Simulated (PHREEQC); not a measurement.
A made-up water analysis in mg/L, 25 °C, pH 3.27, pe 11.8:

| constituent | mg/L |
|---|---|
| Na | 48.6 |
| K | 11.6 |
| Ca | 68.9 |
| Mg | 26.6 |
| Cl | 93.2 |
| S(6) as SO4 | 316 |
| Cu(2) | 0.0677 |
| Fe(3) | 0.15 |

Valence states are taken as typed.

Equilibrium calculation in PHREEQC: ion-association model, wateq4f.dat.

Precipitation was switched off in this run.

Question: What ionic strength does the model give?

Answer: ionic strength 0.0127 mol/kgw.

Question: In which forms is Cu present?

Answer: Cu+2 81 %, CuSO4 18 % of the Cu.

Examples of supersaturated solids here: Hematite (slow to form), Goethite (slow to form). Others may be too.
